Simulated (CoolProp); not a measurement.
Aqueous calcium chloride as a coolant, 16 % by mass, freezing at -12.3 °C, 1 atm.

Model: Melinder's fits for secondary coolants, in CoolProp.

| T (°C) | conductivity (W/(m K)) | Prandtl number | viscosity (mPa s) | density (kg/m³) |
|---|---|---|---|---|
| -6.4 | 0.540 | 19.7 | 3.30 | 1146 |
| -1.1 | 0.548 | 16.5 | 2.79 | 1145 |
| 4.2 | 0.556 | 14.0 | ___ | 1145 |
| 9.5 | 0.564 | 12.0 | ___ | 1144 |
| 14.8 | 0.572 | 10.4 | ___ | 1143 |
| 20.1 | 0.580 | ___ | 1.60 | 1143 |
| 25.4 | 0.588 | 7.98 | ___ | ___ |
| 30.7 | 0.596 | ___ | 1.27 | 1139 |

Problem. What belongs in the gaps?

Solution. 
- 4.2, viscosity (mPa s): 2.39
- 9.5, viscosity (mPa s): 2.07
- 14.8, viscosity (mPa s): 1.81
- 20.1, Prandtl number: 9.07
- 25.4, viscosity (mPa s): 1.42
- 25.4, density (kg/m³): 1141
- 30.7, Prandtl number: 7.08
